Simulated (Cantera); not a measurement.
**Gas-phase reforming**

A perfectly stirred reactor is fed with CH4 : H2O : H2 = 1 : 0.13 : 0.14 (molar parts), at 101000 Pa; it is held at 1475 K, and followed from long to short residence time.

Detailed kinetics in Cantera: GRI-Mech 3.0 (53 species, 325 reactions). GRI-Mech 3.0 stops at C3 and has no aromatics, soot or wall deposition, so with more carbon than oxygen in the feed, carbon stays in small species such as C2H2 where larger ones or solid carbon would form.

| τ (s) | x CH4 | x H2O | x H2 | x HCO | x CO2 | x C2H |
|---|---|---|---|---|---|---|
| 0.60 | 0.463 | 0.0836 | 0.359 | 2.81e-11 | 3.05e-5 | 1.58e-9 |
| 0.18 | 0.623 | 0.0933 | 0.235 | 2.97e-11 | 2.66e-6 | 7.72e-10 |
| 0.052 | 0.727 | 0.0994 | 0.155 | 3.46e-11 | 1.33e-7 | 2.31e-10 |
| 0.015 | 0.770 | 0.102 | 0.122 | 3.01e-11 | 5.99e-9 | 3.29e-11 |
| 0.0044 | 0.783 | 0.102 | 0.113 | 1.53e-11 | 2.09e-10 | 1.89e-12 |
| 0.0013 | 0.786 | 0.102 | 0.111 | 3.74e-12 | 3.45e-12 | <1e-12 |
| 0.00038 | 0.787 | 0.102 | 0.110 | <1e-12 | <1e-12 | <1e-12 |
| 0.00011 | 0.787 | 0.102 | 0.110 | <1e-12 | <1e-12 | <1e-12 |
x: mole fraction; the columns are a selection and need not sum to one.
